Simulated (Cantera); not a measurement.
Standard-state values (1 bar) from the NASA 1993 polynomials, evaluated with Cantera. Values are per mole of reaction as written; species without (g) are pure solids or liquids, kept so even where they would boil at 1 bar.

2 HF(g) + S = H2S(g) + 2 F(g)

| T (K) | ΔH° (kJ) | ΔS° (J/K) | ΔG° (kJ) | log10 K | condensed phases |
|---|---|---|---|---|---|
| 300 | 683.4 | 143.6 | 640.3 | -111.48 | S(s) |
| 400 | … | … | … | … | S(l) |
| 450 | 680.2 | 135.5 | 619.2 | -71.88 | S(l) |
| 500 | … | … | … | … | S(l) |
| 550 | … | … | … | … | S(l) |
| 600 | 677.8 | 130.9 | 599.3 | -52.17 | S(l) |
| 650 | 677.3 | 130.1 | 592.8 | -47.63 | S(l) |
| 700 | 677.0 | 129.6 | 586.3 | -43.75 | S(l) |
| 750 | 676.7 | 129.3 | 579.8 | -40.38 | S(l) |
| 800 | 676.5 | 129.0 | 573.3 | -37.43 | S(l) |
| 850 | 676.3 | 128.7 | 566.9 | -34.84 | S(l) |
| 900 | 675.9 | 128.3 | 560.5 | -32.53 | S(l) |

**Question.** Fill in the missing entries.

**Answer.** 
- 400, ΔH° (kJ): 680.9
- 400, ΔS° (J/K): 137.3
- 400, ΔG° (kJ): 626.0
- 400, log10 K: -81.75
- 500, ΔH° (kJ): 679.3
- 500, ΔS° (J/K): 133.6
- 500, ΔG° (kJ): 612.5
- 500, log10 K: -63.98
- 550, ΔH° (kJ): 678.5
- 550, ΔS° (J/K): 132.0
- 550, ΔG° (kJ): 605.8
- 550, log10 K: -57.54
